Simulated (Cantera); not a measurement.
Feed: 1 mol Cu2O, 59 mol H2, 1.7 mol H2O, held at 875 K and 10.5 Torr.

These are equilibrium values from Cantera (NASA tables, ideal gas, pure condensed phases), not measurements of a reactor. Candidate condensed phases: Cu, CuO, Cu(OH)2, Cu2O, H2O; 12 gas species. Rates play no part.

Base state: H2 0.956, H2O 0.0445 (mole fractions); condensed: Cu(s).

### Question
What changes in the equilibrium state with this change: temperature from 875 K to 1923 K?

### Answer
```json
[
 {"species": "H2", "before": "0.956", "after": "0.918"},
 {"species": "H2O", "before": "0.0445", "after": "0.0429"},
 {"species": "Cu", "before": "<1e-9", "after": "0.0317"},
 {"species": "H", "before": "<1e-9", "after": "0.00763"},
 {"species": "OH", "before": "<1e-9", "after": "3.07e-5"},
 {"species": "Cu2", "before": "<1e-9", "after": "2.17e-5"},
 {"species": "Cu(s), mol", "before": "2.00", "after": "0"}
]
```
